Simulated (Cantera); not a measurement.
# Silicon nitride deposition: SiH2Cl2 + N2 + H2

Input: 1 mol SiH2Cl2, 2.5 mol N2, 86 mol H2, at 777 °C and 0.133 bar.

These are equilibrium values from Cantera (NASA tables, ideal gas, pure condensed phases), not measurements of a reactor. Candidate condensed phases: NH4Cl, Si, Si3N4; 28 gas species. N2 is the only nitrogen source here; it is nearly inert below about 1500 K, so the nitride shown seldom forms there in practice. Kinetics and transport are ignored.

```
Item                                  Value
--------------------------------  ---------
x(H2)                                 0.957
x(HCl)                               0.0223
x(N2)                                0.0204
x(NH3)                              7.57e-6
n(Si3N4(s))                       0.333 mol
gas amount                        89.83 mol
log10 activity of Si(s) (absent)      -4.86
```
